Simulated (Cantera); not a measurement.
Cantera run:

```python
import numpy as np
import cantera as ct

gas_names = """
    C CH CH2 CH3 CH2OH CH3O CH4 CH3OH CN CO CO2 COOH C2 C2H CHCO,ketyl C2H2,acetylene C2H2,vinylidene
    CH2CO,ketene C2H3,vinyl CH3CN CH3CO,acetyl C2H4 C2H4O,ethylen CH3CHO,ethanal CH3COOH (HCOOH)2 C2H5
    C2H6 CH3OCH3 C2H5OH CCN CNC C2N2 C2O C3 C3H3,propargyl C3H4,allene C3H4,propyne C3H4,cyclo-
    C3H5,allyl C3H6,propylene C3H6,cyclo- C3H6O C3H7,n-propyl C3H7,i-propyl C3H8 C3H8O,1propanol
    C3H8O,2propanol C3O2 C4 C4H2 C4H4,1,3-cyclo- C4H6,butadiene C4H6,2-butyne C4H6,cyclo- C4H8,1-butene
    C4H8,cis2-buten C4H8,tr2-butene C4H8,isobutene C4H8,cyclo- (CH3COOH)2 C4H9,n-butyl C4H9,i-butyl
    C4H9,s-butyl C4H9,t-butyl C4H10,isobutane C4H10,n-butane C4N2 C5 C5H6,1,3cyclo- C5H8,cyclo-
    C5H10,1-pentene C5H10,cyclo- C5H11,pentyl C5H11,t-pentyl C5H12,n-pentane C5H12,i-pentane
    CH3C(CH3)2CH3 C6H2 C6H5,phenyl C6H5O,phenoxy C6H6 C6H5OH,phenol C6H10,cyclo- C6H12,1-hexene
    C6H12,cyclo- C6H13,n-hexyl C7H7,benzyl C7H8 C7H8O,cresol C7H14,1-heptene C7H15,n-heptyl
    C7H16,n-heptane C8H8,styrene C8H10,ethylbenz C8H16,1-octene C8H17,n-octyl C8H18,isooctane
    C8H18,n-octane C9H19,n-nonyl C10H8,naphthale C10H21,n-decyl C12H9,o-bipheny C12H10,bipheny H HCN HCO
    HCCN HNC HNCO HNO HNO2 HNO3 HO2 H2 HCHO,formaldehy HCOOH H2O H2O2 N NCO NH NH2 NH3 NH2OH NO NO2 NO3
    N2 N2H2 N2H4 N2O O OH O2 O3 Si SiC SiC2 SiC4H12 SiH SiH2 SiH3 SiH4 SiN SiO SiO2 Si2 Si2C Si2N Si3
""".split()
cond_names = """
    C(gr) C6H6(L) C7H8(L) C8H18(L),n-octa H2O(s) H2O(L) Si(cr) Si(L) SiC(b) SiO2(Lqz) SiO2(hqz) SiO2(L)
    Si2N2O(s) Si3N4(a)
""".split()


def load(file, names, dense=False):
    # The tables refer to 1 bar. Condensed volumes are neglected.
    table = {s.name: s for s in ct.Species.list_from_file(file)}
    out = []
    for n in names:
        d = dict(table[n].input_data)
        d["thermo"] = dict(d["thermo"], **{"reference-pressure": 1e5})
        if dense:
            d["equation-of-state"] = {"model": "constant-volume", "density": "1e6 g/cm^3"}
        out.append(ct.Species.from_dict(d))
    return out


gas = ct.Solution(thermo="ideal-gas", species=load("nasa_gas.yaml", gas_names))
cond = {s.name: ct.Solution(thermo="fixed-stoichiometry", species=[s], name=s.name)
        for s in load("nasa_condensed.yaml", cond_names, dense=True)}
atoms = {
    'TEOS': {'Si': 1, 'C': 8, 'H': 20, 'O': 4},
    'NO': {'N': 1, 'O': 1},
    'H2': {'H': 2},
}
top_T = {'C(gr)': 4500, 'SiC(b)': 3050, 'Si2N2O(s)': 2100, 'Si3N4(a)': 2400}  # K; cautious upper limits of use, not melting points


def equilibrate(T, P, feed):
    n = {}
    for name, mol in feed.items():
        for a, k in atoms[name].items():
            n[a] = n.get(a, 0.0) + k * mol
    gas.TPX = T, P, n
    mass = sum(n.values()) * gas.mean_molecular_weight
    gas.equilibrate("TP")
    valid = [c for c in cond.values() if c.min_temp <= T <= top_T.get(c.name, c.max_temp)]
    mix = ct.Mixture([(gas, mass / gas.mean_molecular_weight)] + [(c, 0.0) for c in valid])
    mix.T, mix.P = T, P
    mix.equilibrate("TP", solver="vcs", rtol=1e-11, max_steps=5000)
    return mix


results = []
feed = {'TEOS': 1, 'NO': 15, 'H2': 31}  # mol
P = 4400  # Pa
for T in [948, 1048, 1148, 1248, 1348, 1448, 1548, 1648, 1748]:
    mix = equilibrate(T, P, feed)
    results.append((T, P, feed, dict(zip(mix.species_names, mix.species_moles))))
    x = sorted(zip(gas.X, gas.species_names), reverse=True)
    print(f"T = {T:g} K  P = {P:g} Pa  gas = {mix.phase_moles(0):.4g} mol")
    print("   x: " + "  ".join(f"{s} {v:.3e}" for v, s in x if v > 1e-06))
    print("   condensed (mol): " + ("  ".join(f"{mix.phase(i).name} {mix.phase_moles(i):.4g}"
          for i in range(1, mix.n_phases) if mix.phase_moles(i) > 1e-12) or "none"))
```

Result:

```
T = 948 K  P = 4400 Pa  gas = 56.49 mol
   x: H2 6.040e-01  N2 1.328e-01  H2O 1.216e-01  CO 1.038e-01  CO2 3.778e-02  CH4 6.052e-05  NH3 6.297e-06
   condensed (mol): SiO2(hqz) 1
T = 1048 K  P = 4400 Pa  gas = 56.5 mol
   x: H2 5.955e-01  N2 1.327e-01  H2O 1.301e-01  CO 1.124e-01  CO2 2.916e-02  CH4 3.856e-06  NH3 3.163e-06
   condensed (mol): SiO2(hqz) 1
T = 1148 K  P = 4400 Pa  gas = 56.5 mol
   x: H2 5.895e-01  H2O 1.361e-01  N2 1.327e-01  CO 1.184e-01  CO2 2.315e-02  NH3 1.787e-06
   condensed (mol): SiO2(hqz) 1
T = 1248 K  P = 4400 Pa  gas = 56.5 mol
   x: H2 5.853e-01  H2O 1.404e-01  N2 1.327e-01  CO 1.227e-01  CO2 1.890e-02  H 1.703e-06  NH3 1.105e-06
   condensed (mol): SiO2(hqz) 1
T = 1348 K  P = 4400 Pa  gas = 56.5 mol
   x: H2 5.822e-01  H2O 1.435e-01  N2 1.327e-01  CO 1.258e-01  CO2 1.583e-02  H 8.416e-06
   condensed (mol): SiO2(hqz) 1
T = 1448 K  P = 4400 Pa  gas = 56.5 mol
   x: H2 5.799e-01  H2O 1.457e-01  N2 1.327e-01  CO 1.280e-01  CO2 1.357e-02  H 3.346e-05
   condensed (mol): SiO2(hqz) 1
T = 1548 K  P = 4400 Pa  gas = 56.5 mol
   x: H2 5.781e-01  H2O 1.474e-01  N2 1.327e-01  CO 1.297e-01  CO2 1.186e-02  H 1.116e-04
   condensed (mol): SiO2(hqz) 1
T = 1648 K  P = 4400 Pa  gas = 56.51 mol
   x: H2 5.767e-01  H2O 1.487e-01  N2 1.327e-01  CO 1.310e-01  CO2 1.055e-02  H 3.224e-04  SiO 7.347e-06  OH 3.736e-06
   condensed (mol): SiO2(hqz) 0.9996
T = 1748 K  P = 4400 Pa  gas = 56.53 mol
   x: H2 5.751e-01  H2O 1.498e-01  N2 1.327e-01  CO 1.320e-01  CO2 9.516e-03  H 8.261e-04  SiO 6.725e-05  OH 1.255e-05
   condensed (mol): SiO2(L) 0.9962
```

Cantera equilibrium calculation (NASA polynomials, part measured and part estimated; ideal gas, pure solids and liquids). The feed counts by its element totals alone. The tables hold silica as quartz up to 1696 K and as liquid above; real silica turns to tridymite and cristobalite and melts near 1996 K.
